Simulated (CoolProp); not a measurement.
Normal hydrogen along the isobar 5.85 MPa: density (kg/m³) from the reference equation and from simpler models built on Tc = -240.0 °C, pc = 1.296 MPa, ω = -0.219; each cubic takes its own stable root.

Computed with CoolProp (reference Helmholtz-energy equation of state, Leachman 2009).

```csv
T (°C),phase,reference
-241.65,liquid,66.19
-235.55,supercritical,58.31
-229.45,supercritical,48.72
-223.35,supercritical,39.01
-217.25,supercritical,31.51
-211.15,supercritical,26.40
-205.05,supercritical,22.84
-198.95,supercritical,20.24
-192.85,supercritical,18.23
-186.75,supercritical,16.64
-180.75,supercritical,15.35
-174.65,supercritical,14.26
-168.55,supercritical,13.32
-162.45,supercritical,12.51
-156.35,supercritical,11.80
```

Task: How far does each simpler model (van der Waals, Soave-Redlich-Kwong, Peng-Robinson) lie from the reference over these 15 states: mean and median of the absolute difference, and the worst?

Result: 
- van der Waals: mean 5.7 %, median 1.6 %, worst -19.8 % at -241.65 °C and 5.85 MPa
- Soave-Redlich-Kwong: mean 1.7 %, median 1.8 %, worst +3.4 % at -241.65 °C and 5.85 MPa
- Peng-Robinson: mean 8.1 %, median 7.8 %, worst +15.3 % at -241.65 °C and 5.85 MPa
